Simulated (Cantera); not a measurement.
Input: 1 mol Si, 11 mol HF, 64 mol N₂, 3.3 mol SF₆, equilibrated at 0.133 bar.

These are equilibrium values from Cantera (NASA tables, ideal gas, pure condensed phases), not measurements of a reactor. Candidate condensed phases: S, Si, Si₃N₄; 52 gas species. The tables' values for SF₃ are old estimates; treat these amounts as uncertain. Rates play no part.

Problem. At 727 °C, list the 4 most abundant gas species with their mole fractions, and the condensed phases.

Solution. N₂ 0.807, HF 0.139, SF₄ 0.0251, SF₆ 0.0164. Condensed: gas only.
